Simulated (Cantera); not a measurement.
An isothermal, constant-pressure homogeneous reactor starts with C₂H₆ : N₂ = 1 : 120 (molar parts), at 1750 K and 1.00 bar. Integrator tolerance rtol = 1e-08.

Computed with Cantera and GRI-Mech 3.0 (53 species, 325 reactions). GRI-Mech 3.0 stops at C3 and has no aromatics, soot or wall deposition, so with more carbon than oxygen in the feed, carbon stays in small species such as C2H2 where larger ones or solid carbon would form.

What does this change do: temperature 1750 to 1350 K?


| quantity | before | after |
|---|---|---|
| x(C₂H₆) at 1.00 s | 1.37e-9 (gas-phase equilibrium 9.62e-12) | 1.75e-7 (gas-phase equilibrium 1.22e-8) |
| x(CH₄) at 1.00 s | 5.82e-5 (gas-phase equilibrium 4.46e-6) | 0.00131 (gas-phase equilibrium 0.000331) |
| x(H₂) at 1.00 s | 0.0161 (gas-phase equilibrium 0.0162) | 0.0141 (gas-phase equilibrium 0.0157) |
| x(CH₂) at 1.00 s | 4.27e-9 (gas-phase equilibrium 3.29e-10) | 6.57e-12 (gas-phase equilibrium 1.60e-12) |
| x(C₂H₄) at 1.00 s | 4.35e-6 (gas-phase equilibrium 3.49e-7) | 0.000255 (gas-phase equilibrium 2.51e-5) |
| x(HCN) at 1.00 s | 2.24e-5 (gas-phase equilibrium 0.0150) | 3.64e-8 (gas-phase equilibrium 0.0137) |
| x(CH₃) at 1.00 s | 2.16e-6 (gas-phase equilibrium 1.66e-7) | 5.07e-7 (gas-phase equilibrium 1.25e-7) |

What does this change do: pressure from 1.00 bar to 2.03 Torr?


```tsv
quantity	before	after
x(C₂H₆) at 1.00 s	1.37e-9 (gas-phase equilibrium 9.62e-12)	1.93e-9 (gas-phase equilibrium <1e-12)
x(CH₄) at 1.00 s	5.82e-5 (gas-phase equilibrium 4.46e-6)	0.000170 (gas-phase equilibrium 1.17e-8)
x(H₂) at 1.00 s	0.0161 (gas-phase equilibrium 0.0162)	0.0159 (gas-phase equilibrium 0.0160)
x(CH₂) at 1.00 s	4.27e-9 (gas-phase equilibrium 3.29e-10)	6.11e-7 (gas-phase equilibrium 3.26e-10)
x(C₂H₄) at 1.00 s	4.35e-6 (gas-phase equilibrium 3.49e-7)	1.75e-6 (gas-phase equilibrium 9.28e-10)
x(HCN) at 1.00 s	2.24e-5 (gas-phase equilibrium 0.0150)	9.21e-5 (gas-phase equilibrium 0.0150)
x(CH₃) at 1.00 s	2.16e-6 (gas-phase equilibrium 1.66e-7)	4.54e-5 (gas-phase equilibrium 8.47e-9)
```
Radical loss at walls, strong at low pressure, is not modelled.
